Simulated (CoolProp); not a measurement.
Vapour-liquid equilibrium of n-pentane (1) + benzene (2) at 1070 kPa; x and y are mole fractions of (1).

Values from CoolProp's multi-fluid Helmholtz-energy mixture model, Thol 2019 and Thol 2012; pair parameters Bell 2016.

| x | bubble temperature, mixture model (K) | bubble temperature, Raoult's law (K) | y, mixture model | y, Raoult's law |
|---|---|---|---|---|
| 0.05 | 449.7 | 451.2 | 0.123 | 0.118 |
| 0.2 | 436.1 | 440.0 | 0.388 | 0.395 |
| 0.35 | 426.4 | 430.5 | 0.560 | 0.591 |
| 0.5 | 419.0 | 422.3 | 0.686 | 0.733 |
| 0.65 | 412.9 | 415.1 | 0.789 | 0.839 |
| 0.8 | 407.7 | 408.8 | 0.882 | 0.920 |
| 0.95 | 403.0 | 403.2 | 0.970 | 0.982 |

The largest gap from Raoult's law is -4.1 K in bubble temperature, at x = 0.35. No azeotrope shows between x = 0.05 and 0.95.

Pair parameters are fitted to limited data, so mixtures are less certain than the pure fluids.
